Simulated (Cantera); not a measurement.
A closed system holds: 1 mol Si2H6, 0.28 mol HCl, 5.6 mol N2, at 1 atm.

These are equilibrium values from Cantera (NASA tables, ideal gas, pure condensed phases), not measurements of a reactor. Candidate condensed phases: NH4Cl, Si, Si3N4; 28 gas species. The feed counts by its element totals alone. N2 is the only nitrogen source here; it is nearly inert below about 1500 K, so the nitride shown seldom forms there in practice. The numbers say what is thermodynamically allowed, not how fast it happens.

Over these rows the condensed part is Si3N4(s). Partial pressures as log10 of bar:

```csv
T (K),1000/T (1/K),log p SiCl2,log p N2,log p H2,log p HCl
1275,0.7843,-6.28,-0.24,-0.39,-1.43
1325,0.7547,-5.87,-0.24,-0.39,-1.43
1375,0.7273,-5.50,-0.24,-0.39,-1.43
1425,0.7018,-5.15,-0.24,-0.39,-1.43
1475,0.6780,?,-0.24,-0.39,-1.43
1525,0.6557,-4.52,-0.24,-0.39,-1.43
```

Problem. Fit log p(SiCl2) = a + b·(1000/T) to the five rows, give the apparent enthalpy, and predict the row at 1475 K.

Solution. Means: 1000/T = 0.7248, log p = -5.464. Sxy = -0.133234, Sxx = 0.0097443, so b = -13.67 and a = -5.464 − (-13.67)×0.7248 = 4.44.
Apparent enthalpy: −19.145 × (-13.67) = 262 kJ/mol. With the condensed phases at unit activity, 1/3 Si3N4(s) + 2 HCl(g) = SiCl2(g) + 2/3 N2(g) + H2(g) links this pressure to the main gases: over the six rows their terms move log p by +0.00 in all, so the slope is close to that reaction's ΔH°. The five rows lie within 0.01 of the line.
Prediction at 1475 K: 4.44 + (-13.67)×0.6780 = -4.83. The computed value is -4.82, 0.01 from the line.
